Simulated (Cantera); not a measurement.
Charge: 1 mol CF4, 2.4 mol F2, 1.4 mol H2, at 0.00700 bar.

Equilibrium computed with Cantera from the NASA thermochemical tables; the gas is ideal and each condensed phase is pure. Candidate condensed phases: C, C6H6, C7H8, C8H18; 110 gas species. Ions and electrons are included (thermal ionisation). Rates play no part. All values below are at 4750 K.

Base state: F 0.698, H 0.221, C 0.0790, HF 0.00101, CF 0.000226, e- 9.95e-5, C+ 8.57e-5, C2 6.34e-5 (mole fractions); condensed: gas only.

What changes in the equilibrium state with this change: H2 from 1.4 to 5.1 mol?


```tsv
species	before	after
H	0.221	0.509
F	0.698	0.439
C	0.0790	0.0499
H2	1.49e-5	7.90e-5
CF	0.000226	8.97e-5
C2	6.34e-5	2.53e-5
CF+	1.35e-5	6.88e-6
```
